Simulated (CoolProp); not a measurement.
Properties of dimethyl carbonate along the isotherm 323.9 K (Tc = 557.0 K, pc = 4.909 MPa, ω = 0.346).

Computed with CoolProp (reference Helmholtz-energy equation of state, Zhou 2011).

```csv
p (MPa),phase,Z,cv (kJ/(kg K)),speed of sound (m/s),Joule-Thomson coefficient (K/MPa),isothermal compressibility (1/MPa),fugacity coefficient
0.0233,gas,0.9904,1.158,178.2,33.16,43.34,0.9905
0.0376,liquid,0.001223,1.377,1094,-0.2973,0.001105,0.6327
0.0608,liquid,0.001977,1.377,1094,-0.2973,0.001105,0.3915
0.0982,liquid,0.003193,1.378,1094,-0.2974,0.001104,0.2427
0.159,liquid,0.005169,1.378,1094,-0.2974,0.001103,___
0.256,liquid,0.008322,1.378,___,___,0.001102,0.09358
0.414,liquid,0.01346,1.378,1096,-0.2978,0.001100,0.05817
0.669,liquid,0.02174,1.378,1097,-0.2982,0.001097,0.03629
1.08,liquid,0.03507,1.378,1099,-0.2988,0.001092,0.02278
1.75,liquid,0.05679,1.378,1102,-0.2998,0.001084,0.01437
2.82,liquid,0.09141,1.379,___,___,0.001071,0.009233
4.56,liquid,0.1475,1.379,1116,-0.3037,0.001051,0.006041
7.36,liquid,0.2374,1.381,1129,-0.3073,0.001021,0.004097
```

Question: What belongs in the gaps?

Answer: 
- 0.159, fugacity coefficient: 0.1502
- 0.256, speed of sound (m/s): 1095
- 0.256, Joule-Thomson coefficient (K/MPa): -0.2976
- 2.82, speed of sound (m/s): 1107
- 2.82, Joule-Thomson coefficient (K/MPa): -0.3013
